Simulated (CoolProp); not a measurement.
2000 sccm (0 °C, 1 atm) of nitrogen bubbles through liquid p-xylene at 367.6 K and leaves saturated at a total pressure of 0.0833 MPa (ideal gas phase). Each further row changes one setting.

Computed with CoolProp (reference Helmholtz-energy equation of state, Zhou 2012).

```csv
case,vapour pressure (kPa),mole fraction of vapour,delivery (mg/min),delivery (sccm),change of delivery for a bath 1 K warmer (%)
as stated,26.5,0.318,4430,935,…
bath temperature 372.6 K,31.5,0.378,…,…,5.6
total pressure 0.167 MPa,26.5,0.159,1790,378,4.2
```

Problem. Fill in the missing entries.

Solution. 
- as stated, change of delivery for a bath 1 K warmer (%): 5.3
- bath temperature 372.6 K, delivery (mg/min): 5760
- bath temperature 372.6 K, delivery (sccm): 1220
